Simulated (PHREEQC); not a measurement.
A solution holds 190 mmol/kgw Na2SO4 and 66 mmol/kgw KCl, at 25 °C. Closed to the air; pH follows from the charge balance.

Computed with PHREEQC (Pitzer model, pitzer.dat).

Precipitation was switched off in this run.

Problem. Estimate the activity of water.

Solution. activity of water 0.990.

Complexes and solids missing from the database can't appear.
